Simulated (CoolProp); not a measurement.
Properties of C3F8 (R218) along the isotherm 321.5 K.

Values from CoolProp's reference Helmholtz-energy equation of state, Lemmon 2006. It is a short technical equation, of lower accuracy than the large ones.

```tsv
p (MPa)	phase	density (kg/m³)	cp (kJ/(kg K))
0.264	gas	19.41	0.8418
0.528	gas	40.87	0.8671
0.792	gas	65.14	0.9027
1.06	gas	94.05	0.9582
1.32	gas	129.0	1.054
1.85	liquid	1172	1.349
2.11	liquid	1182	1.322
2.38	liquid	1192	1.298
2.64	liquid	1201	1.280
2.9	liquid	1209	1.264
3.17	liquid	1216	1.250
3.43	liquid	1223	1.238
3.7	liquid	1230	1.227
3.96	liquid	1236	1.217
```
